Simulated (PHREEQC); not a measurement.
A solution holds 0.029 mol/kgw HF, 0.0008 mol/kgw NaF and 3e-05 mol/kgw H4SiO4, at 10 °C. Closed to the air; pH follows from the charge balance.

All values are PHREEQC results (ion-association model, phreeqc.dat), not measurements.

This is a speciation only: nothing precipitates in the calculation.

Task: Estimate the pH.

Result: pH 2.36.

Task: In which forms is F present?

Result: HF 80 %, F- 17 %, HF2- 2.7 %, SiF6-2 0.6 % of the F.

Species that the database lacks are ignored. At this temperature some constants are extrapolated from 25 °C, and those without enthalpy data are left unchanged. SiF6-2 is the database's only silicon fluoride.
